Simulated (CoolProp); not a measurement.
Dimethyl carbonate along the isotherm 600 K: fugacity coefficient from the reference equation and from simpler models built on Tc = 557.0 K, pc = 4909 kPa, ω = 0.346; each cubic takes its own stable root.

Computed with CoolProp (reference Helmholtz-energy equation of state, Zhou 2011).

```json
[
 {"p (kPa)": "1530", "phase": "gas", "reference": "0.9175"},
 {"p (kPa)": "3070", "phase": "gas", "reference": "0.8376"},
 {"p (kPa)": "4600", "phase": "gas", "reference": "0.7602"},
 {"p (kPa)": "6140", "phase": "supercritical", "reference": "0.6836"},
 {"p (kPa)": "7670", "phase": "supercritical", "reference": "0.6105"},
 {"p (kPa)": "9200", "phase": "supercritical", "reference": "0.5471"},
 {"p (kPa)": "10700", "phase": "supercritical", "reference": "0.4983"},
 {"p (kPa)": "12300", "phase": "supercritical", "reference": "0.4582"},
 {"p (kPa)": "13800", "phase": "supercritical", "reference": "0.4288"},
 {"p (kPa)": "15300", "phase": "supercritical", "reference": "0.4052"},
 {"p (kPa)": "16900", "phase": "supercritical", "reference": "0.3849"},
 {"p (kPa)": "18400", "phase": "supercritical", "reference": "0.3693"},
 {"p (kPa)": "19900", "phase": "supercritical", "reference": "0.3563"},
 {"p (kPa)": "21500", "phase": "supercritical", "reference": "0.3449"},
 {"p (kPa)": "23000", "phase": "supercritical", "reference": "0.3359"},
 {"p (kPa)": "24500", "phase": "supercritical", "reference": "0.3283"}
]
```

### Question
How far does each simpler model (van der Waals, Redlich-Kwong, Soave-Redlich-Kwong) lie from the reference over these 16 states: mean and median of the absolute difference, and the worst?

### Answer
- van der Waals: mean 4.9 %, median 2.9 %, worst +14.2 % at 600 K and 24500 kPa
- Redlich-Kwong: mean 1.1 %, median 1.1 %, worst +2.2 % at 600 K and 24500 kPa
- Soave-Redlich-Kwong: mean 5.5 %, median 5.8 %, worst +10.4 % at 600 K and 24500 kPa
